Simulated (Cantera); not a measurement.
Feed: 1 mol Si, 0.59 mol CO₂, 67 mol N₂, at 4.90 mbar.

Cantera equilibrium calculation (NASA polynomials, part measured and part estimated; ideal gas, pure solids and liquids). Candidate condensed phases: C, Si, SiC, SiO₂, Si₂N₂O, Si₃N₄; 34 gas species. N₂ is the only nitrogen source here; it is nearly inert below about 1500 K, so the nitride shown seldom forms there in practice. Mutual solubility and eutectic melting of coexisting phases are not modelled. The tables hold silica as quartz up to 1696 K and as liquid above; real silica turns to tridymite and cristobalite and melts near 1996 K. Equilibrium is a limit: real reactors are often held back by kinetics, nucleation or transport.

Question: Which condensed phases are stable at each of these points (T (K)): 1000, 1050, 1100, 1150, 1200, 1250, 1300, 1350, 1400, 1450, 1500?

Answer: 
```json
[
 {"T (K)": "1000", "condensed phases": "SiO₂(β-quartz) + Si₂N₂O(s)", "Si condensed (%)": "100.0"},
 {"T (K)": "1050", "condensed phases": "SiO₂(β-quartz) + Si₂N₂O(s)", "Si condensed (%)": "100.0"},
 {"T (K)": "1100", "condensed phases": "SiO₂(β-quartz) + Si₂N₂O(s)", "Si condensed (%)": "100.0"},
 {"T (K)": "1150", "condensed phases": "SiO₂(β-quartz) + Si₂N₂O(s)", "Si condensed (%)": "100.0"},
 {"T (K)": "1200", "condensed phases": "SiO₂(β-quartz) + Si₂N₂O(s)", "Si condensed (%)": "100.0"},
 {"T (K)": "1250", "condensed phases": "SiO₂(β-quartz) + Si₂N₂O(s)", "Si condensed (%)": "100.0"},
 {"T (K)": "1300", "condensed phases": "SiO₂(β-quartz) + Si₂N₂O(s)", "Si condensed (%)": "100.0"},
 {"T (K)": "1350", "condensed phases": "SiO₂(β-quartz) + Si₂N₂O(s)", "Si condensed (%)": "99.8"},
 {"T (K)": "1400", "condensed phases": "SiO₂(β-quartz) + Si₂N₂O(s)", "Si condensed (%)": "99.0"},
 {"T (K)": "1450", "condensed phases": "SiO₂(β-quartz) + Si₂N₂O(s)", "Si condensed (%)": "95.5"},
 {"T (K)": "1500", "condensed phases": "Si₂N₂O(s)", "Si condensed (%)": "82.0"}
]
```

From 1000 K to 1450 K the condensed part is SiO₂(β-quartz) + Si₂N₂O(s). At 1500 K the condensed part is Si₂N₂O(s).
